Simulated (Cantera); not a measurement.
Input (Python, Cantera) and output of one run.

```python
import numpy as np
import cantera as ct

gas_names = [...]  # 123 gases of nasa_gas.yaml made of C, H, O, Si
cond_names = """
    C(gr) C6H6(L) C7H8(L) C8H18(L),n-octa H2O(s) H2O(L) Si(cr) Si(L) SiC(b) SiO2(Lqz) SiO2(hqz) SiO2(L)
""".split()


# ... load() reads the species with a 1 bar reference pressure and builds the phases ...
atoms = {
    'Si': {'Si': 1},
    'CO2': {'C': 1, 'O': 2},
    'H2': {'H': 2},
}
top_T = {'C(gr)': 4500, 'SiC(b)': 3050}  # K; cautious upper limits of use, not melting points


# ... equilibrate(T, P, feed) seeds the gas with the atoms and calls Mixture.equilibrate('TP', solver="vcs", rtol=1e-11, max_steps=5000) ...
results = []
feed = {'Si': 1, 'CO2': 1.1, 'H2': 1.1}  # mol
P = 92  # Pa
for T in [1300, 1325, 1350, 1375, 1400, 1425, 1450, 1475, 1500, 1525, 1550]:
    mix = equilibrate(T, P, feed)
    results.append((T, P, feed, dict(zip(mix.species_names, mix.species_moles))))

top = {s: max(r[3][s] / sum(r[3][g] for g in gas_names) for r in results) for s in gas_names}
cols = sorted((s for s in top if top[s] > 1e-05), key=lambda s: -top[s])[:8]
seen = [c for c in cond_names if any(r[3].get(c, 0) > 1e-12 for r in results)]
print("log10 of partial pressures in bar; condensed amounts in mol")
print(f"{'T/K':>10s}" + "".join(f"{s[:9]:>10s}" for s in cols + seen))
for T, P, feed, n in results:
    ng = sum(n[g] for g in gas_names)
    print(f"{T:10.4g}" + "".join(f"{np.log10(max(n[s] / ng * P / 1e5, 1e-99)):10.3f}" for s in cols)
          + "".join(f"{n.get(c, 0):10.4g}" for c in seen))
```

It prints:

```
log10 of partial pressures in bar; condensed amounts in mol
       T/K        H2        CO       SiO         H    SiC(b) SiO2(hqz)
      1300    -3.274    -3.412    -6.330    -7.593    0.2997    0.6994
      1325    -3.274    -3.412    -5.966    -7.424    0.2993    0.6985
      1350    -3.275    -3.413    -5.616    -7.260    0.2983    0.6967
      1375    -3.277    -3.413    -5.278    -7.104    0.2963    0.6927
      1400    -3.281    -3.415    -4.953    -6.953    0.2922    0.6844
      1425    -3.288    -3.418    -4.639    -6.810    0.2836    0.6673
      1450    -3.304    -3.424    -4.335    -6.676    0.2659    0.6317
      1475    -3.335    -3.436    -4.039    -6.555    0.2275     0.555
      1500    -3.403    -3.460    -3.750    -6.456    0.1349    0.3699
      1525    -3.487    -3.486    -3.573    -6.369         0   0.09999
      1550    -3.487    -3.486    -3.573    -6.245         0   0.09997
```

Method: chemical equilibrium by Gibbs-energy minimisation in Cantera with the NASA 1993 tables (ideal gas, pure condensed phases). Mutual solubility and eutectic melting of coexisting phases are not modelled. The tables hold silica as quartz up to 1696 K and as liquid above; real silica turns to tridymite and cristobalite and melts near 1996 K.
